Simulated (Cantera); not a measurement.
Feed: 1 mol Fe2O3, 0.38 mol H2, 3.8 mol N2, equilibrated at 1850 K and 0.0460 bar.

Method: chemical equilibrium by Gibbs-energy minimisation in Cantera with the NASA 1993 tables (ideal gas, pure condensed phases). Candidate condensed phases: Fe, FeO, Fe(OH)2, Fe(OH)3, Fe2O3, Fe3O4, H2O; 27 gas species. Mutual solubility and eutectic melting of coexisting phases are not modelled. The tables' stoichiometric FeO is somewhat more stable than real wüstite, so its field is too wide. FeO: taken at fixed stoichiometry. Rates play no part.

Base state: N2 0.904, H2O 0.0895, O2 0.00392, NO 0.000718, OH 0.000699, H2 0.000565, H 5.97e-5, O 5.63e-5 (mole fractions); condensed: FeO(l) + Fe3O4(s).

Task: What changes in the equilibrium state with this change: temperature from 1850 K to 1623.15 K?

Result: 
```csv
species,before,after
N2,0.904,0.909
H2O,0.0895,0.0895
H2,0.000565,0.00141
O2,0.00392,6.62e-6
Fe(OH)2,1.70e-5,4.12e-6
O,5.63e-5,2.29e-7
NO,0.000718,1.29e-5
OH,0.000699,3.22e-5
"FeO(l), mol",0.245,0
"Fe3O4(s), mol",0.585,0.626
"FeO(s), mol",0,0.123
```

Task: What changes in the equilibrium state with this change: Fe2O3 replaced by Cr2O3?

Result: 
```json
[
 {"species": "N2", "before": "0.904", "after": "0.908"},
 {"species": "H2", "before": "0.000565", "after": "0.0887"},
 {"species": "H2O", "before": "0.0895", "after": "0.00168"},
 {"species": "O2", "before": "0.00392", "after": "<1e-9"},
 {"species": "Cr", "before": "0", "after": "0.00112"},
 {"species": "Fe(OH)2", "before": "1.70e-5", "after": "0"},
 {"species": "CrO", "before": "0", "after": "1.19e-5"},
 {"species": "O", "before": "5.63e-5", "after": "6.73e-9"},
 {"species": "NO", "before": "0.000718", "after": "8.60e-8"},
 {"species": "OH", "before": "0.000699", "after": "1.05e-6"},
 {"species": "H", "before": "5.97e-5", "after": "0.000748"},
 {"species": "FeO(l), mol", "before": "0.245", "after": "0"},
 {"species": "Fe3O4(s), mol", "before": "0.585", "after": "0"},
 {"species": "Cr2O3(s), mol", "before": "0", "after": "0.998"}
]
```
Further candidate phases: Cr, CrN, Cr2N, Cr2O3.
